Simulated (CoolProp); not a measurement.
Properties of chlorine along the isotherm 369.3 K (Tc = 416.9 K, pc = 7.642 MPa, ω = 0.070).

Model: reference Helmholtz-energy equation of state, Thol 2021, in CoolProp.

| p (MPa) | phase | Z | cp (kJ/(kg K)) | Joule-Thomson coefficient (K/MPa) |
|---|---|---|---|---|
| 1.43 | gas | 0.9042 | (withheld) | 17.83 |
| 2.87 | gas | 0.7820 | 0.8067 | 18.53 |
| 4.3 | liquid | (withheld) | 1.240 | 0.4929 |
| 5.73 | liquid | 0.1151 | 1.192 | 0.3929 |
| 7.16 | liquid | 0.1424 | 1.156 | 0.3136 |
| 8.6 | liquid | 0.1694 | 1.126 | 0.2479 |
| 10 | liquid | 0.1953 | (withheld) | 0.1941 |
| 11.5 | liquid | 0.2227 | 1.081 | 0.1447 |

Question: Some entries are withheld; supply them.

Answer: 
- 1.43, cp (kJ/(kg K)): 0.5945
- 4.3, Z: 0.08747
- 10, cp (kJ/(kg K)): 1.103
